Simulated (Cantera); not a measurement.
A closed system holds: 1 mol Si, 3.8 mol CO₂, 650 mol H₂, equilibrated at 1150 K and 7.50 Torr.

Equilibrium computed with Cantera from the NASA thermochemical tables; the gas is ideal and each condensed phase is pure. The tables hold silica as quartz up to 1696 K and as liquid above; real silica turns to tridymite and cristobalite and melts near 1996 K. Rates play no part.

```csv
species,before,after
H₂,0.991,0.993
CO,0.00580,0.00504
H₂O,0.00274,0.00198
CO₂,1.35e-5,8.47e-6
"SiO₂(β-quartz), mol",1.00,1.00
```
Gas species are given as mole fractions.

Q: What was changed between the two runs?
A. CO₂ from 3.8 to 3.3 mol
B. temperature from 1150 K to 1975 K
C. temperature from 1150 K to 2025 K
D. temperature from 1150 K to 1798.15 K

A: A, CO₂ from 3.8 to 3.3 mol
